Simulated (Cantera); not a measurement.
Feed: 1 mol H₂O, 0.25 mol O₂, 0.32 mol N₂, equilibrated at 3325 K and 0.0100 bar.

Equilibrium computed with Cantera from the NASA thermochemical tables; the gas is ideal and each condensed phase is pure. The numbers say what is thermodynamically allowed, not how fast it happens.

```csv
species,before,after
H,0.497,0.331
O,0.360,0.222
N₂,0.0855,0.113
H₂O,0.00158,0.0734
O₂,0.0135,0.0780
H₂,0.0163,0.0832
OH,0.0200,0.0897
N,0.000270,2.40e-5
NO,0.00569,0.00970
```
Gas species are given as mole fractions.

Question: Name the change that produced these shifts.
A. O₂ from 0.25 to 1.1 mol
B. temperature from 3325 K to 2900 K
C. O₂ from 0.25 to 1.3 mol
D. N₂ from 0.32 to 17 mol

Answer: B, temperature from 3325 K to 2900 K
